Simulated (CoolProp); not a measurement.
Vapour pressure (kPa) of CHF3 (R23): the reference equation beside estimates from Tc = 299.3 K, pc = 4832 kPa, ω = 0.263. Clausius-Clapeyron is anchored at 194.1 K with a constant enthalpy of vaporisation of 16.59 kJ/mol.

Model: reference Helmholtz-energy equation of state, Penoncello 2003, in CoolProp.

```json
[
 {"T (K)": "175.9", "reference": "38.42", "Clausius-Clapeyron": "41.41", "Soave-Redlich-Kwong": "37.29", "Peng-Robinson": "…"},
 {"T (K)": "181.9", "reference": "57.57", "Clausius-Clapeyron": "…", "Soave-Redlich-Kwong": "56.24", "Peng-Robinson": "57.36"},
 {"T (K)": "188", "reference": "84.25", "Clausius-Clapeyron": "85.92", "Soave-Redlich-Kwong": "82.79", "Peng-Robinson": "83.87"},
 {"T (K)": "194.1", "reference": "119.9", "Clausius-Clapeyron": "119.9", "Soave-Redlich-Kwong": "118.5", "Peng-Robinson": "119.4"},
 {"T (K)": "200.1", "reference": "165.7", "Clausius-Clapeyron": "163.2", "Soave-Redlich-Kwong": "164.5", "Peng-Robinson": "164.9"},
 {"T (K)": "206.2", "reference": "225.2", "Clausius-Clapeyron": "…", "Soave-Redlich-Kwong": "224.6", "Peng-Robinson": "…"},
 {"T (K)": "212.2", "reference": "298.7", "Clausius-Clapeyron": "288.2", "Soave-Redlich-Kwong": "299.0", "Peng-Robinson": "…"},
 {"T (K)": "218.3", "reference": "…", "Clausius-Clapeyron": "374.8", "Soave-Redlich-Kwong": "…", "Peng-Robinson": "390.0"}
]
```

What belongs in the gaps?


- 175.9, Peng-Robinson: 38.32
- 181.9, Clausius-Clapeyron: 60.19
- 206.2, Clausius-Clapeyron: 219.2
- 206.2, Peng-Robinson: 224.3
- 212.2, Peng-Robinson: 297.6
- 218.3, reference: 391.1
- 218.3, Soave-Redlich-Kwong: 392.9

Absolute difference from the reference over all 8 rows, mean and median: Clausius-Clapeyron 3.3 and 3.1 %, Soave-Redlich-Kwong 1.2 and 0.9 %, Peng-Robinson 0.4 and 0.4 %.
